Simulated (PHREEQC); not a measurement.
Model water analysis in mg/L, 20 °C, pH 6.81, pe -1.4: Na 4.77; K 0.468; Ca 4.86; Mg 1.66; Cl 2.74; S(6) as SO4 3.03; Alkalinity as HCO3 28.3; Mn(2) 0.018; Ba 0.0187; B 0.0453.

Valence states are taken as typed.

Computed with PHREEQC (ion-association model, phreeqc.dat).

This is a speciation only: nothing precipitates in the calculation.

Question: Predict the charge-balance error.

Answer: charge-balance error -0.4 %.

Question: In which forms is S present?

Answer: SO4-2 97 %, CaSO4 1.6 %, MgSO4 1.0 % of the S.
